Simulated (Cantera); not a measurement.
Input: 1 mol PH3, 1.4 mol H2, at 2398.15 K and 1.00 Torr.

Cantera equilibrium calculation (NASA polynomials, part measured and part estimated; ideal gas, pure solids and liquids). Candidate condensed phases: P; 7 gas species. Kinetics and transport are ignored.

Base state: H2 0.540, H 0.317, P2 0.0988, P 0.0429, PH 0.000714 (mole fractions); condensed: gas only.

**Question.** What changes in the equilibrium state with this change: temperature from 2398.15 K to 873 K?

**Answer.** 
```json
[
 {"species": "H2", "before": "0.540", "after": "0.915"},
 {"species": "P4", "before": "2.26e-8", "after": "0.0733"},
 {"species": "P2", "before": "0.0988", "after": "0.0113"},
 {"species": "H", "before": "0.317", "after": "1.23e-9"},
 {"species": "P", "before": "0.0429", "after": "<1e-9"},
 {"species": "PH", "before": "0.000714", "after": "<1e-9"}
]
```
